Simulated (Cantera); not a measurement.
Cantera run:

```python
import numpy as np
import cantera as ct

gas_names = """
    B BH BH2 BH3 BO BO2 B2 B2O B2O2 B2O3 B3O3H3 H HBO HBO2 HO2 H2 H2O H2O2 H3B3O6 O OH O2 O3
""".split()
cond_names = """
    B(b) B(L) B2O3(L) B3O3H3(cr) H2O(s) H2O(L)
""".split()


# ... load() reads the species with a 1 bar reference pressure and builds the phases ...
atoms = {
    'B': {'B': 1},
    'H2O': {'H': 2, 'O': 1},
}
top_T = {}  # K; cautious upper limits of use, not melting points


# ... equilibrate(T, P, feed) seeds the gas with the atoms and calls Mixture.equilibrate('TP', solver="vcs", rtol=1e-11, max_steps=5000) ...
results = []
feed = {'B': 1, 'H2O': 3.6}  # mol
T = 1423  # K
P = 9100  # Pa
mix = equilibrate(T, P, feed)
results.append((T, P, feed, dict(zip(mix.species_names, mix.species_moles))))
print(gas.report(threshold=0.001))
for i in range(1, mix.n_phases):
    print(f"{mix.phase(i).name:16s} {mix.phase_moles(i):12.5e} mol")
```

Result:

```
       temperature   1423 K
          pressure   9100 Pa
           density   0.0094464 kg/m^3
  mean mol. weight   12.282 kg/kmol
   phase of matter   gas

                          1 kg             1 kmol
                     ---------------   ---------------
          enthalpy       -9.1382e+06       -1.1223e+08  J
   internal energy       -1.0102e+07       -1.2406e+08  J
           entropy             20218        2.4832e+05  J/K
    Gibbs function       -3.7909e+07       -4.6559e+08  J
 heat capacity c_p            3377.6             41484  J/K
 heat capacity c_v            2700.7             33169  J/K

                      mass frac. Y      mole frac. X     chem. pot. / RT
                     ---------------   ---------------   ---------------
              HBO2           0.10425           0.02922           -87.129
                H2          0.067413           0.41069           -21.737
               H2O           0.82039            0.5593           -49.498
     [  +20 minor]         0.0079525        0.00078422

B(b)              0.00000e+00 mol
B2O3(L)           4.42531e-01 mol
B3O3H3(cr)        0.00000e+00 mol
```

Method: chemical equilibrium by Gibbs-energy minimisation in Cantera with the NASA 1993 tables (ideal gas, pure condensed phases). Gases not in the tables: H3BO3.
